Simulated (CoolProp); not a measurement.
Vapour-liquid equilibrium of nitrogen (1) + oxygen (2) at 114.4 K; x and y are mole fractions of (1).

Computed with CoolProp (multi-fluid Helmholtz-energy mixture model, Span 2000 and Schmidt 1985; pair parameters Gernert 2013).

```tsv
x	bubble pressure, mixture model (MPa)	bubble pressure, Raoult's law (MPa)	y, mixture model	y, Raoult's law
0.05	0.7899	0.7848	0.113	0.119
0.15	0.9087	0.8996	0.289	0.313
0.25	1.022	1.014	0.423	0.462
0.35	1.131	1.129	0.531	0.581
0.45	1.239	1.244	0.623	0.678
0.55	1.347	1.359	0.704	0.759
0.65	1.457	1.474	0.777	0.827
0.75	1.570	1.588	0.845	0.886
0.85	1.687	1.703	0.908	0.936
0.95	1.811	1.818	0.970	0.980
```

The largest gap from Raoult's law is -1.1 % in bubble pressure, at x = 0.75. No azeotrope shows between x = 0.05 and 0.95.

The pair parameters rest on a limited set of measurements; away from them the model extrapolates. The gap from Raoult's law changes sign with composition, which may be real or a fault of the pair parameters; it wasn't checked against measurements.
